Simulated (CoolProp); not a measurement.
Model: reference Helmholtz-energy equation of state, Tillner-Roth 1994, in CoolProp.

Give the vapour pressure (bar), liquid cp (kJ/(kg K)), liquid viscosity (µPa s), vapour viscosity (µPa s) of saturated R134a at 286.9, 291.9, 306.7 K.


| T (K) | p (bar) | liquid cp (kJ/(kg K)) | liquid viscosity (µPa s) | vapour viscosity (µPa s) |
|---|---|---|---|---|
| 286.9 | 4.69 | 1.38 | 224 | 11.2 |
| 291.9 | 5.50 | 1.40 | 211 | 11.4 |
| 306.7 | 8.52 | 1.46 | 175 | 12.1 |

Viscosity comes from a separate model (Huber 2003), an estimate that may be off by 10 % or more.
